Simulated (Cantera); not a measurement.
Feed: 1 mol SiC, a varied amount of H2O, 20 mol N2, held at 1473.15 K and 100 Torr.

Equilibrium computed with Cantera from the NASA thermochemical tables; the gas is ideal and each condensed phase is pure. Candidate condensed phases: C, C6H6, C7H8, C8H18, H2O, Si, SiC, SiO2, Si2N2O, Si3N4; 151 gas species. N2 is the only nitrogen source here; it is nearly inert below about 1500 K, so the nitride shown seldom forms there in practice. Mutual solubility and eutectic melting of coexisting phases are not modelled. The numbers say what is thermodynamically allowed, not how fast it happens.

Problem. At 0.015 mol H2O, list the 4 most abundant gas species with their mole fractions, and the condensed phases.

Solution. N2 0.999, H2 0.000762, CO 0.000211, HCN 2.41e-5. Condensed: C(graphite) + Si2N2O(s) + Si3N4(s).
